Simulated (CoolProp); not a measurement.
A single-stage vapour-compression cycle with R245fa: evaporating at 273.15 K (dew point), condensing at 306.15 K (bubble point), superheat 0 K, subcooling 8 K, compressor efficiency 0.75, no pressure losses. Each further row changes one setting.

The numbers come from the reference Helmholtz-energy equation of state, Akasaka 2015 in CoolProp.

| case | cooling COP | pressure ratio | discharge temperature (K) | refrigerating effect (kJ/kg) | volumetric capacity (kJ/m³) |
|---|---|---|---|---|---|
| as stated | 5.78 | 3.71 | 311.7 | 172 | 557 |
| evaporating temperature 278.15 K | ? | 2.97 | ? | 176 | ? |
| condensing temperature 301.15 K | ? | ? | 306.3 | 179 | 578 |
| subcooling 13 K | ? | 3.71 | 311.7 | 179 | 578 |
| superheat 10 K | ? | 3.71 | 321.9 | 181 | 562 |
| compressor efficiency 0.65 | 5.01 | 3.71 | 316.5 | 172 | 557 |

Some entries are withheld; supply them.


- evaporating temperature 278.15 K, cooling COP: 7.07
- evaporating temperature 278.15 K, discharge temperature (K): 310.4
- evaporating temperature 278.15 K, volumetric capacity (kJ/m³): 702
- condensing temperature 301.15 K, cooling COP: 6.96
- condensing temperature 301.15 K, pressure ratio: 3.11
- subcooling 13 K, cooling COP: 6.00
- superheat 10 K, cooling COP: 5.82
